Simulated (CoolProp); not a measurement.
Vapour-liquid equilibrium of hydrogen sulfide (1) + n-butane (2) at -5.05 °C; x and y are mole fractions of (1).

Model: multi-fluid Helmholtz-energy mixture model, Lemmon 2006 and Bücker 2006; pair parameters Kunz 2012, in CoolProp.

```json
[
 {"x": "0.05", "bubble pressure, mixture model (bar)": "1.723", "bubble pressure, Raoult's law (bar)": "1.251", "y, mixture model": "…", "y, Raoult's law": "0.355"},
 {"x": "0.125", "bubble pressure, mixture model (bar)": "2.880", "bubble pressure, Raoult's law (bar)": "1.853", "y, mixture model": "0.722", "y, Raoult's law": "0.599"},
 {"x": "0.2", "bubble pressure, mixture model (bar)": "…", "bubble pressure, Raoult's law (bar)": "2.455", "y, mixture model": "0.801", "y, Raoult's law": "0.723"},
 {"x": "0.275", "bubble pressure, mixture model (bar)": "4.655", "bubble pressure, Raoult's law (bar)": "3.057", "y, mixture model": "…", "y, Raoult's law": "0.799"},
 {"x": "0.35", "bubble pressure, mixture model (bar)": "5.320", "bubble pressure, Raoult's law (bar)": "3.659", "y, mixture model": "0.870", "y, Raoult's law": "0.849"},
 {"x": "0.425", "bubble pressure, mixture model (bar)": "…", "bubble pressure, Raoult's law (bar)": "4.261", "y, mixture model": "…", "y, Raoult's law": "0.885"},
 {"x": "0.5", "bubble pressure, mixture model (bar)": "6.343", "bubble pressure, Raoult's law (bar)": "4.863", "y, mixture model": "0.903", "y, Raoult's law": "0.913"},
 {"x": "0.575", "bubble pressure, mixture model (bar)": "6.754", "bubble pressure, Raoult's law (bar)": "5.465", "y, mixture model": "0.915", "y, Raoult's law": "0.934"},
 {"x": "0.65", "bubble pressure, mixture model (bar)": "7.126", "bubble pressure, Raoult's law (bar)": "6.067", "y, mixture model": "0.926", "y, Raoult's law": "0.951"},
 {"x": "0.725", "bubble pressure, mixture model (bar)": "7.479", "bubble pressure, Raoult's law (bar)": "6.669", "y, mixture model": "0.937", "y, Raoult's law": "0.965"},
 {"x": "0.8", "bubble pressure, mixture model (bar)": "7.828", "bubble pressure, Raoult's law (bar)": "7.271", "y, mixture model": "0.949", "y, Raoult's law": "0.977"},
 {"x": "0.875", "bubble pressure, mixture model (bar)": "8.191", "bubble pressure, Raoult's law (bar)": "7.873", "y, mixture model": "0.963", "y, Raoult's law": "0.987"},
 {"x": "0.95", "bubble pressure, mixture model (bar)": "8.587", "bubble pressure, Raoult's law (bar)": "8.475", "y, mixture model": "…", "y, Raoult's law": "0.995"}
]
```

Task: Some entries are withheld; supply them.

Result: 
- 0.05, y, mixture model: 0.516
- 0.2, bubble pressure, mixture model (bar): 3.851
- 0.275, y, mixture model: 0.843
- 0.425, bubble pressure, mixture model (bar): 5.873
- 0.425, y, mixture model: 0.889
- 0.95, y, mixture model: 0.983

The largest gap from Raoult's law is +56.9 % in bubble pressure, at x = 0.2. No azeotrope shows between x = 0.05 and 0.95.

The pair parameters rest on a limited set of measurements; away from them the model extrapolates. With so large a gap from Raoult's law the liquid may split in two, which this calculation doesn't test in full.
